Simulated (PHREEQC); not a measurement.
A column of 0.1 m (40 cells, dispersivity 0.0035 m, 60 s a shift, diffusion coefficient 3e-10 m²/s) holds 0.0022 eq of the database's cation exchanger X per kg of pore water, first in equilibrium with 0.0095 mol/kgw SrCl2, 0.0037 mol/kgw BaCl2 and 1e-05 mol/kgw HCl. It is flushed with 0.00033 mol/kgw NH4Cl, 0.0019 mol/kgw MgCl2 and 1e-05 mol/kgw HCl, at 25 °C. Values are for the last cell. CO2 from the air is kept out. Precipitation was switched off in this run.

The numbers come from PHREEQC with the ion-association model, phreeqc.dat.

```csv
pore volumes,Mg in solution (mol/kgw),NH4 in solution (mol/kgw),Ba in solution (mol/kgw),Sr in solution (mol/kgw),Cl in solution (mol/kgw),SrX2 on the exchanger (mol/kgw),NH4X on the exchanger (mol/kgw)
0,0,0,0.00370,0.00950,0.0264,0.000792,0
0.2625,6.99e-12,1.89e-12,0.00370,0.00950,0.0264,0.000792,5.05e-14
0.5125,7.33e-6,1.63e-6,0.00368,0.00944,0.0263,?,4.36e-8
0.7625,0.000213,4.91e-5,0.00306,0.00786,0.0223,0.000784,1.43e-6
1.012,0.000614,?,0.00172,0.00442,0.0137,0.000753,6.10e-6
1.262,?,0.000246,0.000789,0.00203,0.00757,0.000686,?
1.512,?,0.000290,0.000394,0.00101,0.00511,0.000583,2.04e-5
1.762,0.00119,0.000312,0.000235,0.000602,0.00437,0.000461,2.53e-5
2.013,0.00139,0.000322,0.000152,0.000389,0.00419,0.000346,?
2.263,0.00155,0.000326,9.94e-5,0.000255,0.00415,0.000248,2.98e-5
2.513,0.00167,0.000328,6.44e-5,0.000165,0.00414,0.000171,3.09e-5
2.763,0.00175,0.000329,4.09e-5,0.000105,0.00414,0.000113,3.16e-5
3.013,0.00181,0.000329,2.54e-5,6.51e-5,0.00414,7.23e-5,3.21e-5
3.263,0.00185,0.000330,1.53e-5,3.94e-5,0.00414,4.45e-5,3.25e-5
3.513,0.00187,0.000330,9.04e-6,2.32e-5,0.00414,2.66e-5,3.27e-5
3.763,0.00188,0.000330,5.21e-6,1.34e-5,0.00414,1.54e-5,3.28e-5
4.013,0.00189,0.000330,2.94e-6,7.55e-6,0.00414,8.74e-6,3.29e-5
```

Some entries are withheld; supply them.


- 0.5125, SrX2 on the exchanger (mol/kgw): 0.000791
- 1.012, NH4 in solution (mol/kgw): 0.000160
- 1.262, Mg in solution (mol/kgw): 0.000843
- 1.262, NH4X on the exchanger (mol/kgw): 1.32e-5
- 1.512, Mg in solution (mol/kgw): 0.000995
- 2.013, NH4X on the exchanger (mol/kgw): 2.81e-5

Species that the database lacks are ignored.
